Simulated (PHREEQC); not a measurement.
0.056 g of hydrous ferric oxide (600 m²/g; 0.2 weak and 0.005 strong sites per Fe, Dzombak-Morel constants, diffuse double layer) in 1 kg of water with 0.005 mol/kgw of an inert sodium salt and 2.5e-06 mol/kgw NiCl2 and 2.4e-06 mol/kgw Na2SO4, at 25 °C; the pH is set by adding NaOH or the inert anion's acid. Oxygen alone is held at its pressure in air (log pO2 = -0.68). The system is closed to CO2. Nothing may precipitate in this run.

Computed with PHREEQC (ion-association model, wateq4f.dat).

```tsv
pH	Ni sorbed (%)	S sorbed (%)	surface charge σ (C/m²)	surface potential ψ (mV)
4	0.0	99.9	0.175	192
4.5	0.0	?	0.125	?
5	0.1	98.8	0.086	156
6	5.1	?	0.036	111
6.5	26.7	30.6	0.022	88
7	67.2	5.9	0.013	63
7.5	93.0	0.8	0.006	36
8.5	99.9	0.0	-0.003	-20
9	100.0	0.0	-0.009	-48
9.5	100.0	0.0	-0.017	-75
10	100.0	0.0	-0.029	-101
11	100.0	0.0	-0.078	-146
11.5	100.0	0.0	-0.128	-162
12	99.9	0.0	-0.209	-171
```

Question: Fill in the missing entries.

Answer: 
- 4.5, S sorbed (%): 99.7
- 4.5, surface potential ψ (mV): 175
- 6, S sorbed (%): 73.1
